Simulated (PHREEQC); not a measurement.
Synthetic water in mg/L, 25 °C, pH 6.85, pe -1.1:

| constituent | mg/L |
|---|---|
| Na | 0.257 |
| K | 0.132 |
| Ca | 0.443 |
| Mg | 0.18 |
| Cl | 0.103 |
| S(6) as SO4 | 1.75 |
| Alkalinity as HCO3 | 0.809 |
| B | 0.00352 |
| Zn | 0.00828 |
| F | 0.0258 |

Valence states are taken as typed.

Equilibrium calculation in PHREEQC: ion-association model, wateq4f.dat.

This is a speciation only: nothing precipitates in the calculation.

Q: Estimate the charge-balance error.

A: charge-balance error -2.1 %.

Q: In which forms is C present?

A: HCO3- 76 %, CO2 24 % of the C.

Complexes and solids missing from the database can't appear. Real BF4- forms and hydrolyses slowly; the run takes it at equilibrium.
